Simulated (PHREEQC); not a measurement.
**Reverse-osmosis reject (model solution)**

A made-up water analysis in mmol/kgw, 40 °C, pH 6.68:

```csv
constituent,mmol/kgw
Na,110
K,0.0442
Ca,13
Mg,0.386
Cl,81.1
S(6),28.8
Alkalinity (meq/kgw),0.0444
```

Valence states are taken as typed.

Model: Pitzer model, pitzer.dat, run in PHREEQC.

No solid was allowed to form.

What specific conductance, osmotic coefficient does the model give?

specific conductance 17900 µS/cm; osmotic coefficient 0.866.

In which forms is C present?

HCO3- 76 %, CO2 24 % of the C.

At this temperature some constants are extrapolated from 25 °C, and those without enthalpy data are left unchanged.
